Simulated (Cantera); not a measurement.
A closed system holds: 1 mol SiCl4, 0.49 mol NH3, 32 mol N2, at 13.3 mbar.

These are equilibrium values from Cantera (NASA tables, ideal gas, pure condensed phases), not measurements of a reactor. Candidate condensed phases: NH4Cl, Si, Si3N4; 28 gas species. Equilibrium is a limit: real reactors are often held back by kinetics, nucleation or transport.

### Question
Which condensed phases are stable at each of these points (T (°C)): 777, 852, 927, 1002, 1077, 1152, 1227, 1302?

### Answer
```
T (°C)  condensed phases  Si condensed (%)
------  ----------------  ----------------
777             Si3N4(s)              32.3
852             Si3N4(s)              32.5
927             Si3N4(s)              31.9
1002            Si3N4(s)              29.1
1077            Si3N4(s)              20.4
1152            Si3N4(s)               1.7
1227            gas only               0.0
1302            gas only               0.0
```

From 777 °C to 1152 °C the condensed part is Si3N4(s). From 1227 °C to 1302 °C nothing is condensed.
